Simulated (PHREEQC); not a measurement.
Solution (25 °C): 0.0029 mol Na2SO4 per kg of water. Closed to the air; pH follows from the charge balance.

Equilibrium calculation in PHREEQC: ion-association model, phreeqc.dat.

Task: The ionic strength comes out as 0.00859 mol/kgw. What activity coefficients do Na+, SO4-2, NaSO4- get?

Result: Na+ 0.91, SO4-2 0.69, NaSO4- 0.91.

No solid was allowed to form.
